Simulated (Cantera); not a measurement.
Source: NASA polynomial tables (part measured, part estimated), evaluated in Cantera. Values are per mole of reaction as written; species without (g) are pure solids or liquids, kept so even where they would boil at 1 bar.

a) 4 Cu + O2(g) = 2 Cu2O
b) 1.2 Ti + O2(g) = 0.4 Ti3O5
c) V + O2(g) = 0.5 V2O4
d) 2 B + O2(g) = B2O2(g)
e) 2 Mg + O2(g) = 2 MgO

### Question
Order these by ΔG° at 1475 K, most negative first.

### Answer
e (-877 kJ), b (-725 kJ), d (-492 kJ), c (-474 kJ), a (-119 kJ)
